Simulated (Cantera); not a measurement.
A closed system holds: 1 mol SiH2Cl2, 1.3 mol NH3, 23 mol H2, at 1798 K and 100000 Pa.

Cantera equilibrium calculation (NASA polynomials, part measured and part estimated; ideal gas, pure solids and liquids). Candidate condensed phases: NH4Cl, Si, Si3N4; 28 gas species. Mutual solubility and eutectic melting of coexisting phases are not modelled. The tables' values for SiCl3, SiCl are old estimates; treat these amounts as uncertain. Gases not in the tables: Si2H6 and higher silanes. Equilibrium is a limit: real reactors are often held back by kinetics, nucleation or transport.

Base state: H2 0.928, HCl 0.0534, SiCl2 0.00953, N2 0.00852, H 0.000339, SiCl3 0.000269, SiHCl3 5.33e-5, SiH2Cl2 4.19e-5 (mole fractions); condensed: Si(l) + Si3N4(s).

Q: What changes in the equilibrium state with this change: NH3 from 1.3 to 35 mol?

A: 
| species | before | after |
|---|---|---|
| H2 | 0.928 | 0.800 |
| N2 | 0.00852 | 0.179 |
| HCl | 0.0534 | 0.0207 |
| SiCl2 | 0.00953 | 0.000219 |
| SiCl4 | 1.23e-5 | 4.95e-8 |
| SiHCl3 | 5.33e-5 | 4.77e-7 |
| SiCl3 | 0.000269 | 2.59e-6 |
| SiH2Cl2 | 4.19e-5 | 8.32e-7 |
| Si(l), mol | 0.102 | 0 |
| Si3N4(s), mol | 0.209 | 0.326 |
